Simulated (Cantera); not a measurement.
An isothermal, constant-pressure homogeneous reactor starts with NO : N2 = 1 : 0.44 (molar parts), at 1725 K and 100.0 Torr.

Detailed kinetics in Cantera: GRI-Mech 3.0 (53 species, 325 reactions).

Problem. Predict: x(NO) at 200 s; x(N2) at 200 s; x(O) at 200 s; x(NO2) at 200 s; x(N2O) at 200 s; x(O2) at 200 s.

Solution. 
- x(NO) at 200 s = 0.0647 (gas-phase equilibrium 0.00373)
- x(N2) at 200 s = 0.620 (gas-phase equilibrium 0.651)
- x(O) at 200 s = 9.00e-5 (gas-phase equilibrium 9.40e-5)
- x(NO2) at 200 s = 8.52e-5 (gas-phase equilibrium 5.15e-6)
- x(N2O) at 200 s = 1.42e-6 (gas-phase equilibrium 7.20e-8)
- x(O2) at 200 s = 0.315 (gas-phase equilibrium 0.345)
